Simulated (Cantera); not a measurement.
A closed system holds: 1 mol MgSO₄, 0.076 mol H₂O, 1.2 mol CO₂, at 1525 K and 0.00180 bar.

Equilibrium computed with Cantera from the NASA thermochemical tables; the gas is ideal and each condensed phase is pure. Candidate condensed phases: C, C₆H₆, C₇H₈, C₈H₁₈, H₂O, H₂SO₄, Mg, MgCO₃, MgO, Mg(OH)₂, MgS, MgSO₄, S; 130 gas species. Rates play no part.

Base state: CO₂ 0.432, SO₂ 0.360, O₂ 0.180, H₂O 0.0273, OH 0.000236, SO₃ 0.000214, CO 0.000170, O 5.66e-5 (mole fractions); condensed: MgO(s).

What changes in the equilibrium state with this change: temperature from 1525 K to 823 K?


```json
[
 {"species": "CO₂", "before": "0.432", "after": "0.940"},
 {"species": "H₂O", "before": "0.0273", "after": "0.0595"},
 {"species": "SO₂", "before": "0.360", "after": "0.000208"},
 {"species": "O₂", "before": "0.180", "after": "0.000104"},
 {"species": "OH", "before": "0.000236", "after": "<1e-9"},
 {"species": "CO", "before": "0.000170", "after": "<1e-9"},
 {"species": "MgO(s), mol", "before": "1.00", "after": "0.000268"},
 {"species": "MgSO₄(s), mol", "before": "0", "after": "1.000"}
]
```

What changes in the equilibrium state with this change: MgSO₄ replaced by MgCO₃?


| species | before | after |
|---|---|---|
| CO₂ | 0.432 | 0.961 |
| H₂O | 0.0273 | 0.0332 |
| CO | 0.000170 | 0.00372 |
| SO₂ | 0.360 | 0 |
| O₂ | 0.180 | 0.00186 |
| SO₃ | 0.000214 | 0 |
| SO | 1.04e-5 | 0 |
| H₂ | 3.98e-6 | 4.77e-5 |
| O | 5.66e-5 | 5.76e-6 |
| MgO(s), mol | 1.00 | 1.00 |
